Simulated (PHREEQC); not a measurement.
A solution holds 0.06 mol/kgw Ni(NO3)2, 0.022 mol/kgw KCl and 1.8 mol/kgw HCl, at 5 °C. Closed to the air; pH follows from the charge balance.

Model: ion-association model, wateq4f.dat, run in PHREEQC.

Q: The ionic strength comes out as 1.86 mol/kgw. What activity coefficients do H+, NO3-, K+, Ni+2, NiCl+ get?

A: H+ 0.73, NO3- 0.51, K+ 0.58, Ni+2 0.92, NiCl+ 0.98.

This is a speciation only: nothing precipitates in the calculation. Ionic strength above about 0.7 mol/kgw puts this run outside the model's range. Species that the database lacks are ignored. Away from 25 °C the constants follow the database's enthalpies or fits; those with neither stay at their 25 °C values.
